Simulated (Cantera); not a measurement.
Input (Python, Cantera) and output of one run.

```python
import numpy as np
import cantera as ct

gas_names = """
    B BH BH2 BH3 BN BO BO2 B2 B2O B2O2 B2O3 B3O3H3 H HBO HBO2 HNO HNO2 HNO3 HO2 H2 H2O H2O2 H3B3O6 N NH
    NH2 NH3 NH2OH NO NO2 NO3 N2 N2H2 N2H4 N2O O OH O2 O3
""".split()
cond_names = """
    B(b) B(L) BN(s) B2O3(L) B3O3H3(cr) H2O(s) H2O(L)
""".split()


# ... load() reads the species with a 1 bar reference pressure and builds the phases ...
atoms = {
    'borazine': {'B': 3, 'N': 3, 'H': 6},
    'N2': {'N': 2},
    'H2': {'H': 2},
    'H2O': {'H': 2, 'O': 1},
}
top_T = {'BN(s)': 3200}  # K; cautious upper limits of use, not melting points


# ... equilibrate(T, P, feed) seeds the gas with the atoms and calls Mixture.equilibrate('TP', solver="vcs", rtol=1e-11, max_steps=5000) ...
results = []
feed = {'borazine': 1, 'N2': 3, 'H2': 4.1, 'H2O': 0.23}  # mol
T = 2275  # K
P = 1000  # Pa
mix = equilibrate(T, P, feed)
results.append((T, P, feed, dict(zip(mix.species_names, mix.species_moles))))
print(gas.report(threshold=0.0001))
for i in range(1, mix.n_phases):
    print(f"{mix.phase(i).name:16s} {mix.phase_moles(i):12.5e} mol")
```

Output:

```
       temperature   2275 K
          pressure   1000 Pa
           density   0.00062741 kg/m^3
  mean mol. weight   11.868 kg/kmol
   phase of matter   gas

                          1 kg             1 kmol
                     ---------------   ---------------
          enthalpy        6.3785e+06        7.5698e+07  J
   internal energy        4.7846e+06        5.6782e+07  J
           entropy             22071        2.6193e+05  J/K
    Gibbs function       -4.3832e+07       -5.2019e+08  J
 heat capacity c_p            2941.3             34906  J/K
 heat capacity c_v            2240.7             26592  J/K

                      mass frac. Y      mole frac. X     chem. pot. / RT
                     ---------------   ---------------   ---------------
                 B        0.00067304        0.00073889            -3.573
               BH2          0.001117         0.0010335           -28.667
                BO          0.022819          0.010102           -38.118
               B2O        0.00086269        0.00027215           -41.691
              B2O2        0.00092861        0.00020554           -76.237
                 H         0.0053676          0.063195           -12.547
               HBO          0.018152         0.0077444           -50.666
                H2          0.094121           0.55406           -25.094
                N2           0.85584           0.36256           -33.003
     [  +30 minor]        0.00011385        8.2279e-05

B(b)              2.74365e+00 mol
BN(s)             0.00000e+00 mol
B2O3(L)           0.00000e+00 mol
```

Cantera equilibrium calculation (NASA polynomials, part measured and part estimated; ideal gas, pure solids and liquids). The feed counts by its element totals alone. The tables' values for BH2 are old estimates; treat these amounts as uncertain.
